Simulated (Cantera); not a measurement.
A jet of 1.88 % CH₄, 15.7 % O₂, 82.5 % N₂ at 300 K and 0.0661 atm hits a platinum plate 5.4 cm away at a mass flux of 0.061 kg/m²/s; the plate temperature is set and raised in steps from an oxygen-covered start.

Model: Deutschmann's 1995 Pt surface mechanism with GRI-Mech 3.0 gas chemistry, integrated in Cantera. Catalytic surfaces can have several steady states; this one follows from the mechanism file's or the stated starting coverage.

One state of this run: wall x CH₄ = 0.00536; wall x O₂ = 0.128; wall x H₂O = 0.0248; wall x OH = 1.21e-6; wall x CO = 6.61e-6; wall x CO₂ = 0.0163; θ free Pt = 0.472; θ O* = 0.528. x: mole fraction at the wall; θ: surface coverage.

### Question
Which value of plate T (K) does it belong to?
(A) 1000
(B) 1050
(C) 900
(D) 1100

### Answer
D, 1100
